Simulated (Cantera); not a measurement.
Charge: 1 mol Fe2O3, 0.1 mol Cl2, 1.1 mol N2, held at 13.3 mbar.

Cantera equilibrium calculation (NASA polynomials, part measured and part estimated; ideal gas, pure solids and liquids). Candidate condensed phases: Fe, FeCl2, FeCl3, FeO, Fe2O3, Fe3O4; 19 gas species. Condensed phases not in the tables: FeOCl. Rates play no part. All values below are at 850 K.

Base state: N2 0.916, Cl2 0.0808, FeCl3 0.00161, O2 0.00122, Cl 6.87e-5, FeCl2 1.67e-5 (mole fractions); condensed: Fe2O3(s).

What changes in the equilibrium state with this change: 0.07 mol H2O added?


| species | before | after |
|---|---|---|
| N2 | 0.916 | 0.846 |
| HCl | 0 | 0.0948 |
| Cl2 | 0.0808 | 0.0294 |
| O2 | 0.00122 | 0.0237 |
| FeCl3 | 0.00161 | 3.82e-5 |
| H2O | 0 | 0.00642 |
| FeCl2 | 1.67e-5 | 6.57e-7 |
| Cl | 6.87e-5 | 4.15e-5 |
| Fe2O3(s), mol | 0.999 | 1.000 |
Further candidate phases: Fe(OH)2, Fe(OH)3, H2O, NH4Cl.
